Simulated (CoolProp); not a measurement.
Model: reference Helmholtz-energy equation of state, Gao 2022, in CoolProp.

Task: For n-perfluorohexane, give the phase and the density (kg/m³), Joule-Thomson coefficient (K/MPa), isothermal compressibility (1/MPa), fugacity coefficient at 56.55 °C and 2.49 bar; 63.85 °C and 73 bar; -65.45 °C and 0.423 bar.

Result: 
- 56.55 °C and 2.49 bar: liquid; density 1580, Joule-Thomson coefficient -0.192, isothermal compressibility 0.00422, fugacity coefficient 0.380
- 63.85 °C and 73 bar: liquid; density 1600, Joule-Thomson coefficient -0.239, isothermal compressibility 0.00339, fugacity coefficient 0.0279
- -65.45 °C and 0.423 bar: liquid; density 1930, Joule-Thomson coefficient -0.398, isothermal compressibility 0.00117, fugacity coefficient 0.00127
